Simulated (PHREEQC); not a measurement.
Solution (25 °C): 10 mmol/kgw K2CO3. Closed to the air; pH follows from the charge balance.

Equilibrium calculation in PHREEQC: ion-association model, phreeqc.dat.

- pH = 11.00
- ionic strength = 0.0288 mol/kgw
- specific conductance = 2590 µS/cm
- total alkalinity = 20.0 meq/kg

```json
[
 {"species": "K+", "molality": "0.0200", "activity": "0.0169", "log γ": "-0.072"},
 {"species": "CO3-2", "molality": "0.00881", "activity": "0.00477", "log γ": "-0.266"},
 {"species": "OH-", "molality": "0.00119", "activity": "0.00101", "log γ": "-0.072"},
 {"species": "HCO3-", "molality": "0.00119", "activity": "0.00102", "log γ": "-0.067"},
 {"species": "CO2", "molality": "2.29e-8", "activity": "2.31e-8", "log γ": "0.003"}
]
```

This is a speciation only: nothing precipitates in the calculation. Species that the database lacks are ignored.
